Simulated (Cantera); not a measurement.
Charge: 1 mol BCl3, 3.6 mol NH3, equilibrated at 577 °C and 0.000470 bar.

Equilibrium computed with Cantera from the NASA thermochemical tables; the gas is ideal and each condensed phase is pure. Candidate condensed phases: B, BN, NH4Cl; 21 gas species. The numbers say what is thermodynamically allowed, not how fast it happens.

Base state: H2 0.476, HCl 0.366, N2 0.159 (mole fractions); condensed: BN(s).

Q: What changes in the equilibrium state with this change: BCl3 replaced by B2O3?

A: 
```csv
species,before,after
H2,0.476,0.750
N2,0.159,0.250
H2O,0,0.000371
HCl,0.366,0
"BN(s), mol",1.00,0.00178
"B2O3(l), mol",0,0.999
```
Further candidate phases: B2O3, B3O3H3, H2O.

Q: What changes in the equilibrium state with this change: BCl3 replaced by borazine?

A: 
```csv
species,before,after
H2,0.476,0.824
N2,0.159,0.176
HCl,0.366,0
"BN(s), mol",1.00,3.00
```
The feed counts by its element totals alone.
